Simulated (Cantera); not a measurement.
A perfectly stirred reactor is fed with CH4 : CO : O2 : N2 : H2O = 1 : 0.043 : 5.05 : 19 : 1.1 (molar parts), equivalence ratio 0.40, at 0.829 atm; it is adiabatic with a 600 K inlet, and is followed from long to short residence time, starting on the burning branch (τ in s: 0.31, 0.11, 0.038, 0.013, 0.0046, 0.0016, 0.00057, 0.0002, 7e-05, 2.5e-05, 8.6e-06).

Computed with Cantera and GRI-Mech 3.0 (53 species, 325 reactions).

**Question.** What does this change do: inlet temperature 600 to 550 K?

**Answer.** 
```tsv
quantity	before	after
blow-out, bracketed by the residence times tried	burning at 1.60 ms, out at 0.570 ms	burning at 4.60 ms, out at 1.60 ms
x(CH4) at τ = 0.310 s	1.34e-5	1.65e-5
x(CO) at τ = 0.310 s	0.000150	0.000174
x(O2) at τ = 0.310 s	0.116	0.116
x(NO) at τ = 0.310 s	1.20e-6	9.07e-7
x(OH) at τ = 0.310 s	0.000327	0.000276
x(CH4) at τ = 1.60 ms	0.000614	0.0382
x(CO) at τ = 1.60 ms	0.00720	0.00164
x(O2) at τ = 1.60 ms	0.120	0.193
x(NO) at τ = 1.60 ms	2.65e-7	<1e-12
x(OH) at τ = 1.60 ms	0.00106	<1e-12
```
